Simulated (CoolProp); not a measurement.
Vapour-liquid equilibrium of R134a (1) + R123 (2) at 0.129 MPa; x and y are mole fractions of (1).

Values from CoolProp's multi-fluid Helmholtz-energy mixture model, Tillner-Roth 1994 and Younglove 1994; pair parameters Bell 2016.

| x | bubble temperature (°C) | y at the bubble point | dew temperature at overall composition x (°C) | liquid density (mol/L) |
|---|---|---|---|---|
| 0.05 | 25.3 | 0.308 | 33.3 | 9.665 |
| 0.125 | 14.6 | 0.570 | 31.1 | 10.00 |
| 0.2 | 6.9 | 0.710 | 28.9 | 10.31 |
| 0.275 | 1.2 | 0.792 | 26.4 | 10.59 |
| 0.35 | -3.1 | 0.843 | 23.8 | 10.86 |
| 0.425 | -6.5 | 0.879 | 21.0 | 11.12 |
| 0.5 | -9.2 | 0.904 | 17.9 | 11.38 |
| 0.575 | -11.5 | 0.924 | 14.4 | 11.64 |
| 0.65 | -13.4 | 0.940 | 10.5 | 11.91 |
| 0.725 | -15.1 | 0.954 | 6.0 | 12.19 |
| 0.8 | -16.7 | 0.966 | 0.6 | 12.48 |
| 0.875 | -18.2 | 0.979 | -6.1 | 12.78 |
| 0.95 | -19.7 | 0.991 | -14.7 | 13.11 |

No azeotrope shows between x = 0.05 and 0.95.

The pair parameters rest on a limited set of measurements; away from them the model extrapolates.
